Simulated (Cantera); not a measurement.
A diamond (100) surface in a fixed gas of H2 with x(CH4) = 0.014, x(H) = 0.013, at 950 K, 8300 Pa; coverages are run to steady state.

Computed with Cantera and the Harris–Goodwin 1993 mechanism for the reconstructed diamond (100) surface.

One state of this run: growth (µm/h) = 0.0794; θ c6HH = 0.643; θ c6H* = 0.0143; θ c6*H = 0.335; θ c6** = 0.00674; θ c6HM = 0.000120. θ: site fractions in the mechanism's names (c6HH fully hydrogenated, c6H* and c6*H radical sites, c6** diradical, c6HM methylated).

Question: Which value of x(CH3) does it belong to?
A. 0.0003
B. 2.3e-06
C. 0.00067
D. 5.8e-05

Answer: B, 2.3e-06
